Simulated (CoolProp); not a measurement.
Model: reference Helmholtz-energy equation of state, Lemmon 2006, in CoolProp. It is a short technical equation, of lower accuracy than the large ones.

Question: For C2F6 (R116), give the phase and the density (kg/m³), cv (kJ/(kg K)), isothermal compressibility (1/MPa), Prandtl number at 336.7 K and 3.81 MPa; 336.7 K and 15.2 MPa; 336.7 K and 26.7 MPa.

Answer: 
- 336.7 K and 3.81 MPa: supercritical; density 268, cv 0.813, isothermal compressibility 0.389, Prandtl number 1.07
- 336.7 K and 15.2 MPa: supercritical; density 1060, cv 0.821, isothermal compressibility 0.0199, Prandtl number 2.45
- 336.7 K and 26.7 MPa: supercritical; density 1220, cv 0.822, isothermal compressibility 0.00817, Prandtl number 2.84

Viscosity comes from a separate model (Huber 2003), an estimate that may be off by 10 % or more. Thermal conductivity comes from a separate model (Huber 2003), an estimate that may be off by 10 % or more.
